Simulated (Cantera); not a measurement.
A perfectly stirred reactor is fed with NH₃ : H₂ = 1 : 4.9 (molar parts), at 0.987 atm; it is held at 2223 K, and followed from long to short residence time.

Computed with Cantera and the gas-phase N/H chemistry of the illustrative SiF4/NH3 mechanism in the Surface Chemkin manual (1991). Walls and surfaces, which speed up NH3 decomposition in real reactors, are not modelled.

What does this change do: temperature 2223 to 1275 K?


| quantity | before | after |
|---|---|---|
| x(NH₃) at τ = 24.0 s | 0.000306 | 0.169 |
| x(H₂) at τ = 24.0 s | 0.921 | 0.831 |
| x(N) at τ = 24.0 s | 3.88e-7 | <1e-12 |
| x(N₂H₂) at τ = 24.0 s | 2.33e-10 | 1.17e-10 |
| x(H) at τ = 24.0 s | 0.00618 | 6.74e-7 |
| x(NH₃) at τ = 0.320 s | 0.00316 | 0.169 |
| x(H₂) at τ = 0.320 s | 0.920 | 0.831 |
| x(N) at τ = 0.320 s | 2.87e-6 | <1e-12 |
| x(N₂H₂) at τ = 0.320 s | 1.83e-8 | 9.52e-11 |
| x(H) at τ = 0.320 s | 0.00553 | 6.06e-7 |
